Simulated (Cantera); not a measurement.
A Cantera script and what it prints.

```python
import numpy as np
import cantera as ct

gas_names = """
    B BH BH2 BH3 BN BO BO2 B2 B2O B2O2 B2O3 B3O3H3 H HBO HBO2 HNO HNO2 HNO3 HO2 H2 H2O H2O2 H3B3O6 N NH
    NH2 NH3 NH2OH NO NO2 NO3 N2 N2H2 N2H4 N2O O OH O2 O3
""".split()
cond_names = """
    B(b) B(L) BN(s) B2O3(L) B3O3H3(cr) H2O(s) H2O(L)
""".split()


# ... load() reads the species with a 1 bar reference pressure and builds the phases ...
atoms = {
    'borazine': {'B': 3, 'N': 3, 'H': 6},
    'O2': {'O': 2},
    'N2': {'N': 2},
}
top_T = {'BN(s)': 3200}  # K; cautious upper limits of use, not melting points


# ... equilibrate(T, P, feed) seeds the gas with the atoms and calls Mixture.equilibrate('TP', solver="vcs", rtol=1e-11, max_steps=5000) ...
results = []
feed = {'borazine': 1, 'O2': 0.066, 'N2': 0.66}  # mol
P = 56  # Pa
for T in [1800, 1850, 1900, 1950, 2000, 2050, 2100, 2150, 2200, 2250, 2300, 2350]:
    mix = equilibrate(T, P, feed)
    results.append((T, P, feed, dict(zip(mix.species_names, mix.species_moles))))

top = {s: max(r[3][s] / sum(r[3][g] for g in gas_names) for r in results) for s in gas_names}
cols = sorted((s for s in top if top[s] > 1e-05), key=lambda s: -top[s])[:8]
seen = [c for c in cond_names if any(r[3].get(c, 0) > 1e-12 for r in results)]
print("log10 of partial pressures in bar; condensed amounts in mol")
print(f"{'T/K':>10s}" + "".join(f"{s[:9]:>10s}" for s in cols + seen))
for T, P, feed, n in results:
    ng = sum(n[g] for g in gas_names)
    print(f"{T:10.4g}" + "".join(f"{np.log10(max(n[s] / ng * P / 1e5, 1e-99)):10.3f}" for s in cols)
          + "".join(f"{n.get(c, 0):10.4g}" for c in seen))
```

It prints:

```
log10 of partial pressures in bar; condensed amounts in mol
       T/K        H2        N2         H         B       HBO        BO      B2O2       BH2      B(b)      B(L)     BN(s)
      1800    -3.368    -3.974    -5.130    -9.183    -4.903    -5.414    -5.857    -7.952         0         0     2.868
      1850    -3.371    -3.976    -4.954    -8.551    -4.931    -5.287    -5.950    -7.609         0         0     2.868
      1900    -3.376    -3.979    -4.789    -7.953    -4.971    -5.179    -6.063    -7.286         0         0     2.867
      1950    -3.383    -3.982    -4.632    -7.386    -5.024    -5.090    -6.196    -6.981         0         0     2.866
      2000    -3.407    -3.929    -4.492    -6.875    -5.107    -5.030    -6.371    -6.736    0.2577         0     2.607
      2050    -3.543    -3.654    -4.416    -6.523    -5.341    -5.072    -6.735    -6.752     2.862         0         0
      2100    -3.560    -3.660    -4.286    -6.187    -5.430    -5.035    -6.927    -6.652     2.857         0         0
      2150    -3.581    -3.668    -4.166    -5.868    -5.527    -5.009    -7.129    -6.564     2.849         0         0
      2200    -3.609    -3.678    -4.054    -5.563    -5.633    -4.993    -7.339    -6.487     2.833         0         0
      2250    -3.646    -3.691    -3.952    -5.272    -5.746    -4.985    -7.555    -6.423     2.803         0         0
      2300    -3.693    -3.707    -3.861    -4.994    -5.868    -4.986    -7.777    -6.375     2.746         0         0
      2350    -3.754    -3.728    -3.781    -4.728    -6.001    -4.995    -8.006    -6.345         0      2.64         0
```

These are equilibrium values from Cantera (NASA tables, ideal gas, pure condensed phases), not measurements of a reactor. The feed counts by its element totals alone. Mutual solubility and eutectic melting of coexisting phases are not modelled. The tables' values for BH2 are old estimates; treat these amounts as uncertain.
